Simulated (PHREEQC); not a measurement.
NaOH is added in steps, without added water, to 1 kg of water holding 0.019 mol HF, 0.00048 mol (CH3)4NF, 3.4e-06 mol H4SiO4 and 0.0065 mol H2SO4, at 7.2 °C. O2 is buffered at 0.21 atm. The system is closed to CO2. Only these solids could form: SiO2(a), Mirabilite.

Base run: PHREEQC, ion-association model, wateq4f.dat. Each further column changes one thing. The table gives F- (mol/kgw).

```
NaOH added (mol)     base  all activity coefficients set to 1  metal-ligand complexes left out  Debye-Hückel limiting law  database phreeqc.dat
----------------  -------  ----------------------------------  -------------------------------  -------------------------  --------------------
0                 0.00150                             0.00128                          0.00150                    0.00156               0.00168
0.00425           0.00201                             0.00176                          0.00202                    0.00209               0.00222
0.0085            0.00288                             0.00259                          0.00289                    0.00297               0.00311
0.01275           0.00436                             0.00405                          0.00438                    0.00445               0.00457
0.017             0.00665                             0.00639                          0.00670                    0.00674               0.00679
0.02125           0.00968                             0.00949                          0.00976                    0.00975               0.00974
0.0255             0.0132                              0.0131                           0.0134                     0.0133                0.0132
0.02975            0.0171                              0.0170                           0.0173                     0.0171                0.0171
0.034              0.0192                              0.0191                           0.0195                     0.0192                0.0192
```

(CH3)4N+ isn't in the database: it is added as a free cation with an ion size of 4 Å. wateq4f.dat counts part of the HF as a dimer, H2F2, which phreeqc.dat doesn't know; its constant is uncertain. Away from 25 °C the constants follow the database's enthalpies or fits; those with neither stay at their 25 °C values. SiF6-2 is the database's only silicon fluoride. phreeqc.dat and wateq4f.dat share most of their constants, so their agreement is no independent check. Solids allowed in the column 'database phreeqc.dat': Quartz.
